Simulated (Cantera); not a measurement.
# Al + O₂ + N₂ (aluminium nitride and oxide growth)

Input: 1 mol Al, 15 mol O₂, 620 mol N₂, held at 1973.15 K and 11.0 Pa.

Equilibrium computed with Cantera from the NASA thermochemical tables; the gas is ideal and each condensed phase is pure. Candidate condensed phases: Al, AlN, Al₂O₃; 16 gas species. Rates play no part.

```
Quantity                             Result
--------------------------------  ---------
x(N₂)                                 0.973
x(O₂)                                0.0178
x(O)                                0.00690
x(NO)                               0.00230
n(Al₂O₃(s))                       0.500 mol
gas amount                        636.4 mol
log10 activity of Al(l) (absent)      -9.51
```
